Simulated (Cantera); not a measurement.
Charge: 1 mol BN, 1.1 mol H2O, 2.2 mol H2, 5.6 mol O2, at 79.0 mbar.

Equilibrium computed with Cantera from the NASA thermochemical tables; the gas is ideal and each condensed phase is pure. Candidate condensed phases: B, BN, B2O3, B3O3H3, H2O; 39 gas species. Gases not in the tables: H3BO3. Kinetics and transport are ignored.

x: gas mole fraction; n: condensed amount in mol.

```csv
T (K),x O2,x H2O,x HBO2,x N2,x OH,n B2O3(l)
1298,0.495,0.431,0.00702,0.0659,4.98e-5,0.466
1348,0.494,0.427,0.0125,0.0657,8.66e-5,0.446
1398,0.491,0.421,0.0211,0.0654,0.000144,0.414
1448,0.488,0.412,0.0343,0.0649,0.000231,0.363
1498,0.483,0.398,0.0535,0.0642,0.000356,0.286
1548,0.476,0.379,0.0801,0.0632,0.000528,0.176
1598,0.466,0.353,0.115,0.0619,?,?
1648,0.465,0.350,0.119,0.0616,0.00109,0
1698,0.464,0.350,0.119,0.0615,0.00154,0
1748,0.464,0.349,0.118,0.0613,0.00214,0
1798,0.463,0.349,0.117,0.0612,0.00293,0
1848,0.463,0.349,0.116,0.0610,?,0
1898,0.462,0.349,0.115,0.0608,0.00519,0
1948,0.460,0.348,0.114,0.0606,0.00675,0
```

### Question
What belongs in the gaps?

### Answer

- 1598, x OH: 0.000753
- 1598, n B2O3(l): 0.0189
- 1848, x OH: 0.00393
